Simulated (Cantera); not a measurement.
A perfectly stirred reactor is fed with 8.19 % CH3OH, 18.3 % O2, 69.0 % N2, 4.50 % H2O, equivalence ratio 0.67, at 0.950 bar; it is adiabatic with a 700 K inlet, and is followed from long to short residence time, starting on the burning branch (τ in s: 0.067, 0.029, 0.012, 0.0054, 0.0023, 0.001, 0.00043, 0.00019, 8.1e-05).

Model: GRI-Mech 3.0 (53 species, 325 reactions), integrated in Cantera. GRI-Mech 3.0 was tuned for natural gas; its chemistry of methanol as a main component is partial and can be far from experiment.

One state of this run: T (K) = 1969; x CH3OH = 2.04e-5; x O2 = 0.0600; x H2O = 0.192; x CH2 = 7.82e-8; x CH4 = 1.30e-7; x H2O2 = 3.02e-7. x: mole fraction; the columns are a selection and need not sum to one.

Task: Which value of τ (s) does it belong to?
(A) 0.029
(B) 0.0023
(C) 0.012
(D) 0.00043

Result: B, 0.0023
